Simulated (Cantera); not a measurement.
Charge: 1 mol PbO, 2.7 mol CO, 0.41 mol H2, held at 1200 K and 2.10 mbar.

Method: chemical equilibrium by Gibbs-energy minimisation in Cantera with the NASA 1993 tables (ideal gas, pure condensed phases). Candidate condensed phases: C, C6H6, C7H8, C8H18, H2O, Pb, PbO, PbO2, Pb3O4; 113 gas species. Equilibrium is a limit: real reactors are often held back by kinetics, nucleation or transport.

Base state: CO 0.452, Pb 0.243, CO2 0.205, H2 0.0615, H2O 0.0383 (mole fractions); condensed: gas only.

### Question
What changes in the equilibrium state with this change: temperature from 1200 K to 1975 K?

### Answer
| species | before | after |
|---|---|---|
| CO | 0.452 | 0.475 |
| Pb | 0.243 | 0.241 |
| CO2 | 0.205 | 0.179 |
| H2 | 0.0615 | 0.0357 |
| H2O | 0.0383 | 0.0604 |
| OH | 5.31e-9 | 0.000910 |
| O | <1e-9 | 0.000106 |
| O2 | <1e-9 | 7.75e-5 |
